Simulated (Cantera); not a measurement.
Feed: 1 mol SiCl4, 9.7 mol N2, 0.25 mol H2, at 1625 K and 1000 Pa.

Method: chemical equilibrium by Gibbs-energy minimisation in Cantera with the NASA 1993 tables (ideal gas, pure condensed phases). Candidate condensed phases: NH4Cl, Si, Si3N4; 28 gas species. The tables' values for SiCl3 are old estimates; treat these amounts as uncertain. Rates play no part.

Base state: N2 0.861, SiCl4 0.0542, HCl 0.0443, SiCl3 0.0190, SiCl2 0.0155, Cl 0.00573, Cl2 2.03e-5, H2 1.85e-5 (mole fractions); condensed: gas only.

Task: What changes in the equilibrium state with this change: H2 from 0.25 to 2.8 mol?

Result: 
```tsv
species	before	after
N2	0.861	0.670
HCl	0.0443	0.134
H2	1.85e-5	0.126
SiCl4	0.0542	0.000309
SiCl3	0.0190	0.00296
SiCl2	0.0155	0.0657
Cl2	2.03e-5	2.73e-8
SiCl	1.91e-7	2.21e-5
H	3.03e-6	0.000251
```
The tables' values for SiCl3, SiCl are old estimates; treat these amounts as uncertain.
